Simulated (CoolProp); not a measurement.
R227EA along the isobar 36 bar: density (kg/m³) from the reference equation and from simpler models built on Tc = 374.9 K, pc = 29.25 bar, ω = 0.358; each cubic takes its own stable root.

Computed with CoolProp (reference Helmholtz-energy equation of state, Lemmon 2016).

```
T (K)          phase  reference  Redlich-Kwong  Soave-Redlich-Kwong
-----  -------------  ---------  -------------  -------------------
252.1         liquid       1573           1388                 1453
270           liquid       1514           1328                 1396
287.9         liquid       1450           1264                 1332
305.8         liquid       1381              ?                    ?
323.7         liquid       1303           1110                 1172
341.7         liquid       1211           1014                    ?
359.6         liquid       1092              ?                929.5
377.5  supercritical      887.0              ?                712.4
395.4  supercritical      372.7          402.3                356.1
413.4  supercritical      279.3          296.1                271.9
```

**Question.** Some entries are withheld; supply them.

**Answer.** 
- 305.8, Redlich-Kwong: 1192
- 305.8, Soave-Redlich-Kwong: 1258
- 341.7, Soave-Redlich-Kwong: 1066
- 359.6, Redlich-Kwong: 896.0
- 377.5, Redlich-Kwong: 723.0
